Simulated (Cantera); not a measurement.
Cantera run:

```python
import numpy as np
import cantera as ct

gas_names = """
    H H2 Si SiH SiH2 SiH3 SiH4 Si2 Si3
""".split()
cond_names = """
    Si(cr) Si(L)
""".split()


# ... load() reads the species with a 1 bar reference pressure and builds the phases ...
atoms = {
    'Si': {'Si': 1},
    'H2': {'H': 2},
}
top_T = {}  # K; cautious upper limits of use, not melting points


# ... equilibrate(T, P, feed) seeds the gas with the atoms and calls Mixture.equilibrate('TP', solver="vcs", rtol=1e-11, max_steps=5000) ...
results = []
feed = {'Si': 1, 'H2': 2.3}  # mol
T = 698.15  # K
P = 35000  # Pa
mix = equilibrate(T, P, feed)
results.append((T, P, feed, dict(zip(mix.species_names, mix.species_moles))))
x = sorted(zip(gas.X, gas.species_names), reverse=True)
print(f"T = {T:g} K  P = {P:g} Pa  gas = {mix.phase_moles(0):.4g} mol")
print("   x: " + "  ".join(f"{s} {v:.3e}" for v, s in x if v > 1e-06))
print("   condensed (mol): " + ("  ".join(f"{mix.phase(i).name} {mix.phase_moles(i):.4g}"
      for i in range(1, mix.n_phases) if mix.phase_moles(i) > 1e-12) or "none"))
```

Result:

```
T = 698.15 K  P = 35000 Pa  gas = 2.3 mol
   x: H2 1.000e+00
   condensed (mol): Si(cr) 1
```

Equilibrium computed with Cantera from the NASA thermochemical tables; the gas is ideal and each condensed phase is pure.
